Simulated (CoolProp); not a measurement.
Properties of ethanol along the isotherm 267.35 °C (Tc = 241.6 °C, pc = 6.268 MPa, ω = 0.644).

Computed with CoolProp (reference Helmholtz-energy equation of state, Schroeder 2014).

| p (MPa) | phase | Z | speed of sound (m/s) | Joule-Thomson coefficient (K/MPa) |
|---|---|---|---|---|
| 1.21 | gas | 0.9530 | 314.9 | 8.154 |
| 2.41 | gas | 0.9020 | 302.7 | 8.335 |
| 3.62 | gas | 0.8444 | 288.7 | 8.582 |
| 4.82 | gas | 0.7780 | 272.3 | 8.918 |
| 6.03 | gas | 0.6957 | 251.8 | 9.348 |
| 7.23 | supercritical | 0.5861 | 226.3 | ___ |
| 8.44 | supercritical | 0.4319 | 200.2 | ___ |
| 9.64 | supercritical | 0.3170 | 204.9 | 4.918 |
| 10.8 | supercritical | 0.2961 | 248.1 | 2.977 |
| 12.1 | supercritical | ___ | 294.0 | 2.034 |
| 13.3 | supercritical | 0.3123 | 332.3 | 1.550 |
| 14.5 | supercritical | 0.3272 | 366.9 | 1.237 |
| 15.7 | supercritical | ___ | 398.1 | 1.018 |

What belongs in the gaps?


- 7.23, Joule-Thomson coefficient (K/MPa): 9.623
- 8.44, Joule-Thomson coefficient (K/MPa): 8.143
- 12.1, Z: 0.3005
- 15.7, Z: 0.3436
